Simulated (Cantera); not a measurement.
Premixed flame

A freely propagating, adiabatic, planar premixed flame of 38.7 % H2, 12.9 % O2, 48.4 % N2, equivalence ratio 1.5, unburnt at 525 K and 200000 Pa; mixture-averaged transport, grid criteria slope 0.08 and curve 0.16, no radiation.

Computed with Cantera and the H2/O2 subset of GRI-Mech 3.0, which has no nitrogen chemistry. Burning velocities carry a grid error of a few per cent, more on coarse grids.

```tsv
z (mm)	T (K)	u (m/s)	x H2	x O2	x H2O2	x H	x H2O	x HO2
-0.519	525	7.47	0.387	0.129	<1e-8	<1e-8	<1e-8	<1e-8
-0.346	525	7.47	0.387	0.129	<1e-8	<1e-8	<1e-8	<1e-8
-0.259	525	7.47	0.387	0.129	<1e-8	<1e-8	<1e-8	<1e-8
-0.173	525	7.47	0.387	0.129	<1e-8	<1e-8	2.92e-7	3.22e-7
-0.0864	544	7.70	0.382	0.129	5.48e-6	6.68e-5	0.000563	0.000281
-0.0432	798	11.0	0.347	0.124	4.07e-5	0.00548	0.0210	0.000378
0	1258	16.7	0.252	0.0881	8.34e-6	0.0362	0.101	0.000151
0.0432	1584	20.8	0.159	0.0328	2.86e-6	0.0674	0.205	5.21e-5
0.0864	1739	22.7	0.128	0.0111	1.70e-6	0.0730	0.246	1.68e-5
0.173	1885	24.4	0.124	0.00425	9.44e-7	0.0633	0.261	6.13e-6
0.346	2028	26.0	0.129	0.00264	5.05e-7	0.0484	0.269	3.60e-6
0.691	2159	27.4	0.134	0.00151	2.76e-7	0.0344	0.276	2.03e-6
1.38	2265	28.5	0.137	0.000741	1.57e-7	0.0229	0.283	1.02e-6
```
x: mole fraction of selected species; z is measured from the peak of heat release.

| Quantity | Result |
|---|---|
| laminar burning velocity | 747 cm/s |
| thermal thickness | 0.173 mm |
| peak x(H2O2) | 4.10e-5 |
| peak x(H) | 0.0731 |
| peak x(HO2) | 0.000558 |
| grid points | 124 |
